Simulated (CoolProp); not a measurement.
The numbers come from the reference Helmholtz-energy equation of state, de Reuck 1990 in CoolProp.

Q: For fluorine, give the phase and the Z, cp (kJ/(kg K)), expansivity (1/kK), fugacity coefficient at 166 K and 7.27 MPa.

A: 
- 166 K and 7.27 MPa: supercritical; Z 0.632, cp 2.01, expansivity 24.2, fugacity coefficient 0.719
